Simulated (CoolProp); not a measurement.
Vapour-liquid equilibrium of CH2F2 (R32) (1) + methanol (2) at -9.75 °C; x and y are mole fractions of (1).

Values from CoolProp's multi-fluid Helmholtz-energy mixture model, Tillner-Roth 1997 and de Reuck 1993; pair parameters Bell 2016.

Problem. Give the bubble pressure and the first vapour's composition at x = 0.35, 0.65, 0.8. Is there an azeotrope?

Solution. x = 0.35: 419.7 kPa, y = 0.995; x = 0.65: 475.3 kPa, y = 0.996; x = 0.8: 501.5 kPa, y = 0.997. No azeotrope shows between x = 0.05 and 0.95.

The pair parameters rest on a limited set of measurements; away from them the model extrapolates. With so large a gap from Raoult's law the liquid may split in two, which this calculation doesn't test in full.
